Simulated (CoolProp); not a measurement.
Aqueous methanol as a coolant, 8 % by mass, freezing at -5.1 °C, 1 atm.

Values from CoolProp's Melinder's fits for secondary coolants.

```json
[
 {"T (°C)": "-1", "Prandtl number": "20.4", "density (kg/m³)": "987.0", "conductivity (W/(m K))": "0.518", "cp (kJ/(kg K))": "4.266"},
 {"T (°C)": "2.2", "Prandtl number": "17.8", "density (kg/m³)": "987.0", "conductivity (W/(m K))": "0.523", "cp (kJ/(kg K))": "4.256"},
 {"T (°C)": "5.3", "Prandtl number": "15.8", "density (kg/m³)": "986.8", "conductivity (W/(m K))": "0.528", "cp (kJ/(kg K))": "4.246"},
 {"T (°C)": "8.5", "Prandtl number": "14.0", "density (kg/m³)": "986.5", "conductivity (W/(m K))": "0.533", "cp (kJ/(kg K))": "4.237"},
 {"T (°C)": "11.6", "Prandtl number": "12.5", "density (kg/m³)": "986.1", "conductivity (W/(m K))": "0.537", "cp (kJ/(kg K))": "4.228"},
 {"T (°C)": "14.8", "Prandtl number": "11.2", "density (kg/m³)": "985.6", "conductivity (W/(m K))": "0.542", "cp (kJ/(kg K))": "4.219"},
 {"T (°C)": "17.9", "Prandtl number": "10.2", "density (kg/m³)": "985.1", "conductivity (W/(m K))": "0.547", "cp (kJ/(kg K))": "4.211"},
 {"T (°C)": "21.1", "Prandtl number": "9.20", "density (kg/m³)": "984.4", "conductivity (W/(m K))": "0.551", "cp (kJ/(kg K))": "4.203"},
 {"T (°C)": "24.2", "Prandtl number": "8.40", "density (kg/m³)": "983.6", "conductivity (W/(m K))": "0.556", "cp (kJ/(kg K))": "4.196"},
 {"T (°C)": "27.4", "Prandtl number": "7.68", "density (kg/m³)": "982.7", "conductivity (W/(m K))": "0.560", "cp (kJ/(kg K))": "4.189"},
 {"T (°C)": "30.5", "Prandtl number": "7.07", "density (kg/m³)": "981.8", "conductivity (W/(m K))": "0.565", "cp (kJ/(kg K))": "4.183"},
 {"T (°C)": "33.7", "Prandtl number": "6.51", "density (kg/m³)": "980.7", "conductivity (W/(m K))": "0.569", "cp (kJ/(kg K))": "4.177"},
 {"T (°C)": "36.8", "Prandtl number": "6.03", "density (kg/m³)": "979.6", "conductivity (W/(m K))": "0.573", "cp (kJ/(kg K))": "4.173"}
]
```
